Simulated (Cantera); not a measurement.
A closed system holds: 1 mol SiH2Cl2, a varied amount of C2H2, 1.6 mol H2, at 1173 K and 100 Torr.

Method: chemical equilibrium by Gibbs-energy minimisation in Cantera with the NASA 1993 tables (ideal gas, pure condensed phases). Candidate condensed phases: C, C6H6, C7H8, C8H18, Si, SiC; 109 gas species. Mutual solubility and eutectic melting of coexisting phases are not modelled. Kinetics and transport are ignored.

Problem. Which condensed phases are stable at each of these points (n(C2H2) (mol)): 0.012, 0.02, 0.033, 0.056, 0.095, 0.16, 0.27, 0.46, 0.79, 1.3?

Solution. 
```csv
n(C2H2) (mol),condensed phases,Si condensed (%)
0.012,Si(s) + SiC(s),49.7
0.02,Si(s) + SiC(s),49.7
0.033,Si(s) + SiC(s),49.7
0.056,Si(s) + SiC(s),49.7
0.095,Si(s) + SiC(s),49.7
0.16,Si(s) + SiC(s),49.8
0.27,SiC(s),54.0
0.46,C(graphite) + SiC(s),74.2
0.79,C(graphite) + SiC(s),75.8
1.3,C(graphite) + SiC(s),78.0
```

From 0.012 mol C2H2 to 0.16 mol C2H2 the condensed part is Si(s) + SiC(s). At 0.27 mol C2H2 the condensed part is SiC(s). From 0.46 mol C2H2 to 1.3 mol C2H2 the condensed part is C(graphite) + SiC(s).
